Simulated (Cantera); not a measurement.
An isothermal, constant-pressure homogeneous reactor starts with 0.784 % CO, 4.43 % O2, 2.58 % H2O, 92.2 % N2, equivalence ratio 0.089, at 1325 K and 2100 Torr.

Computed with Cantera and GRI-Mech 3.0 (53 species, 325 reactions).

### Question
Predict: x(CO) at 40.0 s; x(O2) at 40.0 s; x(H2O) at 40.0 s; x(OH) at 40.0 s; x(NO) at 40.0 s.

### Answer
| Property | Result |
|---|---|
| x(CO) at 40.0 s | 5.88e-9 (gas-phase equilibrium 5.89e-9) |
| x(O2) at 40.0 s | 0.0405 (gas-phase equilibrium 0.0404) |
| x(H2O) at 40.0 s | 0.0259 (gas-phase equilibrium 0.0259) |
| x(OH) at 40.0 s | 3.65e-6 (gas-phase equilibrium 3.65e-6) |
| x(NO) at 40.0 s | 7.97e-8 (gas-phase equilibrium 0.000222) |
